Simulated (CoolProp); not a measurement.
Properties of R1234yf along the isotherm 235.5 K.

Computed with CoolProp (reference Helmholtz-energy equation of state, Lemmon 2022).

```json
[
 {"p (bar)": "7.69", "phase": "liquid", "isothermal compressibility (1/MPa)": "…", "fugacity coefficient": "…"},
 {"p (bar)": "15.4", "phase": "liquid", "isothermal compressibility (1/MPa)": "0.002100", "fugacity coefficient": "0.04670"},
 {"p (bar)": "23.1", "phase": "liquid", "isothermal compressibility (1/MPa)": "0.002063", "fugacity coefficient": "0.03224"},
 {"p (bar)": "30.8", "phase": "liquid", "isothermal compressibility (1/MPa)": "0.002028", "fugacity coefficient": "0.02503"},
 {"p (bar)": "38.5", "phase": "liquid", "isothermal compressibility (1/MPa)": "0.001994", "fugacity coefficient": "0.02073"},
 {"p (bar)": "46.2", "phase": "liquid", "isothermal compressibility (1/MPa)": "…", "fugacity coefficient": "0.01788"},
 {"p (bar)": "53.8", "phase": "liquid", "isothermal compressibility (1/MPa)": "0.001931", "fugacity coefficient": "0.01589"},
 {"p (bar)": "61.5", "phase": "liquid", "isothermal compressibility (1/MPa)": "0.001901", "fugacity coefficient": "…"},
 {"p (bar)": "69.2", "phase": "liquid", "isothermal compressibility (1/MPa)": "0.001872", "fugacity coefficient": "0.01323"},
 {"p (bar)": "76.9", "phase": "liquid", "isothermal compressibility (1/MPa)": "0.001844", "fugacity coefficient": "0.01233"},
 {"p (bar)": "84.6", "phase": "liquid", "isothermal compressibility (1/MPa)": "0.001816", "fugacity coefficient": "0.01159"}
]
```

**Question.** Some entries are withheld; supply them.

**Answer.** 
- 7.69, isothermal compressibility (1/MPa): 0.002138
- 7.69, fugacity coefficient: 0.09032
- 46.2, isothermal compressibility (1/MPa): 0.001962
- 61.5, fugacity coefficient: 0.01439
